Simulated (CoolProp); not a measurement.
Vapour-liquid equilibrium of propane (1) + neopentane (2) at 262 K; x and y are mole fractions of (1).

Model: multi-fluid Helmholtz-energy mixture model, Lemmon 2009 and Lemmon 2006; pair parameters Bell 2016, in CoolProp.

```csv
x,"bubble pressure, mixture model (kPa)","bubble pressure, Raoult's law (kPa)","y, mixture model","y, Raoult's law"
0.05,51.75,59.28,0.172,0.280
0.15,65.77,88.02,0.413,0.566
0.25,81.62,116.8,0.584,0.712
0.35,100.8,145.5,0.713,0.799
0.45,124.6,174.3,0.812,0.858
0.55,154.0,203.0,0.884,0.900
0.65,189.4,231.7,0.934,0.932
0.75,229.7,260.5,0.966,0.957
0.85,272.6,289.2,0.986,0.977
0.95,313.9,318.0,0.997,0.993
```

The largest gap from Raoult's law is -30.7 % in bubble pressure, at x = 0.35. No azeotrope shows between x = 0.05 and 0.95.

The pair parameters rest on a limited set of measurements; away from them the model extrapolates.
